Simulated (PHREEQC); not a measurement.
Consider water at 25 °C with 5.5 mmol/kgw KBr. Closed to the air; pH follows from the charge balance.

All values are PHREEQC results (Pitzer model, pitzer.dat), not measurements.

| Quantity | Value |
|---|---|
| ionic strength | 0.00550 mol/kgw |
| specific conductance | 776 µS/cm |
| osmotic coefficient | 0.975 |

```
species  molality  activity   log γ
-------  --------  --------  ------
Br-       0.00550   0.00508  -0.035
K+        0.00550   0.00508  -0.035
OH-       1.09e-7   1.01e-7  -0.034
H+        1.09e-7   1.01e-7  -0.033
```

This is a speciation only: nothing precipitates in the calculation. Complexes and solids missing from the database can't appear.
